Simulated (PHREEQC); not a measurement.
1 kg of water holding 0.58 mol K2CO3, 0.098 mol KHCO3 and 0.0044 mol K2SO4 is evaporated at 25 °C; the solids stay in contact with the brine. No CO2 enters from the air. The run lets Arcanite, Kalicinite, Misenite precipitate or redissolve, and no other solid.

Equilibrium calculation in PHREEQC: Pitzer model, pitzer.dat.

Task: Predict water activity, S in solution (mol/kgw) at water left (kg) = 0.6755, 0.4563, 0.1407, 0.1156.

Result: 
```csv
water left (kg),water activity,S in solution (mol/kgw)
0.6755,0.959,0.00651
0.4563,0.937,0.00964
0.1407,0.736,0.0154
0.1156,0.663,0.00785
```
